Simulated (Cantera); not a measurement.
## Gas-phase reforming

An isothermal, constant-pressure homogeneous reactor starts with 19.2 % CH₄, 80.8 % H₂O, at 1325 K and 5.00 bar.

Detailed kinetics in Cantera: GRI-Mech 3.0 (53 species, 325 reactions).

```tsv
t (s)	x CH₄	x H₂O	x H₂	x CH₂	x CH₂O
0.000300	0.192	0.808	2.06e-6	1.25e-12	3.18e-10
0.000749	0.192	0.808	5.27e-6	2.28e-12	2.18e-9
0.00187	0.192	0.808	1.34e-5	2.49e-12	8.42e-9
0.00466	0.192	0.808	3.45e-5	2.80e-12	2.83e-8
0.0116	0.192	0.808	9.11e-5	3.53e-12	1.03e-7
0.0290	0.192	0.808	0.000259	5.01e-12	3.92e-7
0.0724	0.191	0.807	0.000818	6.91e-12	1.11e-6
0.181	0.189	0.807	0.00262	8.05e-12	1.57e-6
0.451	0.185	0.804	0.00774	1.18e-11	1.57e-6
1.12	0.175	0.797	0.0201	2.20e-11	1.59e-6
2.81	0.156	0.784	0.0442	3.40e-11	1.47e-6
7.00	0.129	0.761	0.0800	4.30e-11	1.15e-6
```
x: mole fraction; the columns are a selection and need not sum to one.

Equilibrium at this temperature and pressure: CH₄ 2.73e-5, H₂O 0.400, H₂ 0.461, CH₂ <1e-12, CH₂O 1.01e-7 (gas phase only).
